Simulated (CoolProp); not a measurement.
The numbers come from the reference Helmholtz-energy equation of state, Thol 2015 in CoolProp.

**Question.** For octamethylcyclotetrasiloxane (D4), give the phase and the density (kg/m³), cp (kJ/(kg K)), cv (kJ/(kg K)), Joule-Thomson coefficient (K/MPa) at 339.45 °C and 4.66 MPa; 339.45 °C and 6.74 MPa.

**Answer.** 
- 339.45 °C and 4.66 MPa: supercritical; density 547, cp 2.34, cv 2.05, Joule-Thomson coefficient 0.878
- 339.45 °C and 6.74 MPa: supercritical; density 587, cp 2.29, cv 2.04, Joule-Thomson coefficient 0.374
